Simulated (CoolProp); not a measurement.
A closed Brayton cycle with carbon dioxide: compressor inlet 316.15 K and 9.8 MPa, high pressure 18.4 MPa, turbine inlet 785 K, compressor efficiency 0.85, turbine efficiency 0.93, recuperator effectiveness 0.8 (on enthalpy, no pinch check). Each further row changes one setting.

The numbers come from the reference Helmholtz-energy equation of state, Span 1996 in CoolProp.

| case | thermal efficiency (%) | net work (kJ/kg) | compressor to turbine work | compressor exit (K) | turbine exit (K) |
|---|---|---|---|---|---|
| as stated | 24.4 | 66.0 | 0.21 | 342.8 | 708.3 |
| turbine inlet 735 K | ___ | 60.0 | 0.22 | 342.8 | ___ |
| compressor inlet 326.15 K | ___ | ___ | 0.31 | 370.7 | 708.3 |
| high pressure 15.6 MPa | 20.5 | 50.4 | 0.19 | ___ | 728.1 |
| recuperator effectiveness 0.5 | ___ | 66.0 | 0.21 | 342.8 | 708.3 |

**Question.** Some entries are withheld; supply them.

**Answer.** 
- turbine inlet 735 K, thermal efficiency (%): 23.7
- turbine inlet 735 K, turbine exit (K): 661.2
- compressor inlet 326.15 K, thermal efficiency (%): 24.5
- compressor inlet 326.15 K, net work (kJ/kg): 57.6
- high pressure 15.6 MPa, compressor exit (K): 335.6
- recuperator effectiveness 0.5, thermal efficiency (%): 16.2
